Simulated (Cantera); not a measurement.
What does this Cantera script print?

```python
import numpy as np
import cantera as ct

gas_names = """
    H HO2 H2 H2O H2O2 O OH O2 O3 Pb PbO Pb2
""".split()
cond_names = """
    H2O(s) H2O(L) Pb(cr) Pb(L) PbO(rd) PbO(yw) PbO(L) PbO2(s) Pb3O4(s)
""".split()


# ... load() reads the species with a 1 bar reference pressure and builds the phases ...
atoms = {
    'PbO': {'Pb': 1, 'O': 1},
    'H2': {'H': 2},
}
top_T = {'Pb3O4(s)': 820}  # K; cautious upper limits of use, not melting points


# ... equilibrate(T, P, feed) seeds the gas with the atoms and calls Mixture.equilibrate('TP', solver="vcs", rtol=1e-11, max_steps=5000) ...
results = []
feed = {'PbO': 1, 'H2': 0.04}  # mol
T = 948  # K
P = 1300  # Pa
mix = equilibrate(T, P, feed)
results.append((T, P, feed, dict(zip(mix.species_names, mix.species_moles))))
x = sorted(zip(gas.X, gas.species_names), reverse=True)
print(f"T = {T:g} K  P = {P:g} Pa  gas = {mix.phase_moles(0):.4g} mol")
print("   x: " + "  ".join(f"{s} {v:.3e}" for v, s in x if v > 1e-05))
print("   condensed (mol): " + ("  ".join(f"{mix.phase(i).name} {mix.phase_moles(i):.4g}"
      for i in range(1, mix.n_phases) if mix.phase_moles(i) > 1e-12) or "none"))
```

It prints:

```
T = 948 K  P = 1300 Pa  gas = 0.04001 mol
   x: H2O 9.995e-01  Pb 3.684e-04  H2 1.211e-04
   condensed (mol): Pb(L) 0.03998  PbO(yw) 0.96
```

Method: chemical equilibrium by Gibbs-energy minimisation in Cantera with the NASA 1993 tables (ideal gas, pure condensed phases).
